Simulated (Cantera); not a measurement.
**Low-pressure radical oxidation in H2/O2**

An isothermal, constant-pressure homogeneous reactor starts with H₂ : O₂ = 0.058 : 1 (molar parts), at 1150 K and 0.0132 atm.

Computed with Cantera and the H2/O2 subset of GRI-Mech 3.0, which has no nitrogen chemistry. Radical loss at walls, strong at low pressure, is not modelled. The temperature is held fixed by assumption; the heat of reaction is taken as removed at once.

| t (s) | x H₂ | x O₂ | x HO₂ | x H₂O | x O | x H |
|---|---|---|---|---|---|---|
| 0.000300 | 0.0548 | 0.945 | 5.36e-9 | 9.07e-9 | 8.79e-9 | 5.56e-9 |
| 0.00120 | 0.0548 | 0.945 | 3.67e-8 | 4.21e-6 | 2.74e-6 | 1.48e-6 |
| 0.00482 | 0.00132 | 0.907 | 4.52e-6 | 0.0468 | 0.0315 | 0.0103 |
| 0.0193 | 0.000644 | 0.921 | 3.99e-6 | 0.0513 | 0.0203 | 0.00466 |
| 0.0775 | 0.000162 | 0.938 | 2.52e-6 | 0.0551 | 0.00494 | 0.000558 |
| 0.311 | 1.49e-5 | 0.943 | 6.93e-7 | 0.0561 | 0.000455 | 1.56e-5 |
| 1.24 | 1.25e-6 | 0.944 | 1.06e-7 | 0.0563 | 3.89e-5 | 3.92e-7 |
| 4.99 | 1.52e-7 | 0.944 | 1.68e-8 | 0.0563 | 4.82e-6 | 1.71e-8 |
| 20.0 | 2.57e-8 | 0.944 | 4.69e-9 | 0.0564 | 8.28e-7 | 1.22e-9 |
x: mole fraction; the columns are a selection and need not sum to one.

Equilibrium at this temperature and pressure: H₂ 2.17e-9, O₂ 0.944, HO₂ 5.91e-9, H₂O 0.0564, O 7.04e-8, H 3.03e-11 (gas phase only).
